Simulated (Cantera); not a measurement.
# Diamond growth

A diamond (100) surface in a fixed gas of H2 with x(CH4) = 0.0034, x(H) = 0.0084, x(CH3) = 6.6e-05, 90.0 Torr; coverages are run to steady state.

Cantera simulation using the Harris–Goodwin 1993 mechanism for the reconstructed diamond (100) surface; the numbers are that mechanism's predictions, not measurements.

```
T (K)  growth (µm/h)  θ c6HH  θ c6H*  θ c6*H   θ c6**    θ c6HM
-----  -------------  ------  ------  ------  -------  --------
950             3.27   0.639  0.0142   0.333  0.00667   0.00526
1000            4.14   0.594  0.0184   0.373  0.00970   0.00423
1050            5.03   0.550  0.0230   0.408   0.0135   0.00338
1100            5.74   0.510  0.0280   0.440   0.0182   0.00263
1150            5.96   0.473  0.0332   0.467   0.0237   0.00191
1200            5.39   0.439  0.0385   0.490   0.0300   0.00122
1250            4.26   0.409  0.0439   0.509   0.0370  0.000659
1300            3.22   0.381  0.0493   0.524   0.0446  0.000313
1350            2.61   0.357  0.0545   0.536   0.0527  0.000138
1400            2.37   0.335  0.0597   0.544   0.0611   5.90e-5
```
θ: site fractions in the mechanism's names (c6HH fully hydrogenated, c6H* and c6*H radical sites, c6** diradical, c6HM methylated).
